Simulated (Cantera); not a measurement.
Input: 1 mol BCl₃, 0.37 mol O₂, a varied amount of H₂, at 1225 K and 10.0 mbar.

Points: n(H2) (mol) = 5.8, 7, 8.5, 10, 12, 15, 18, 22, 26, 32, 38.

Cantera's Mixture.equilibrate('TP', solver="vcs", rtol=1e-11, max_steps=5000) on the NASA tables stopped like this:

```
ERROR: FAILURE its = 5001!

*******************************************************************************
CanteraError thrown by MultiPhase::equilibrate:
VCS solver failed. Return code: -1
*******************************************************************************
```

**Question.** What got this run through?

**Answer.** Several could match; the one computed here: The failure is numerical, not chemical. The same input converged with solver="gibbs", rtol=1e-10, max_steps=50000, and the result passed a check of the equilibrium conditions:
```
log10 of partial pressures in bar; condensed amounts in mol
     n(H2)        H2       HCL      BCL3   B3O3CL3      B(b)   B2O3(L)
       5.8    -2.149    -2.657    -3.277    -3.822   0.02068    0.1344
         7    -2.130    -2.687    -3.394    -3.939   0.06921    0.1442
       8.5    -2.114    -2.722    -3.524    -4.069    0.1205    0.1545
        10    -2.101    -2.754    -3.641    -4.186    0.1634    0.1628
        12    -2.088    -2.795    -3.782    -4.327    0.2106    0.1717
        15    -2.074    -2.850    -3.969    -4.514     0.265    0.1814
        18    -2.064    -2.900    -4.133    -4.679    0.3051     0.188
        22    -2.054    -2.960    -4.328    -4.873    0.3431    0.1933
        26    -2.047    -3.014    -4.500    -5.045    0.3691    0.1959
        32    -2.039    -3.085    -4.726    -5.271    0.3939    0.1967
        38    -2.034    -3.147    -4.921    -5.467     0.408    0.1951
```

The gas is ideal and each condensed phase is pure. Mutual solubility and eutectic melting of coexisting phases are not modelled. The tables' values for BOCl, BCl2 are old estimates; treat these amounts as uncertain. Gases not in the tables: BHCl2.
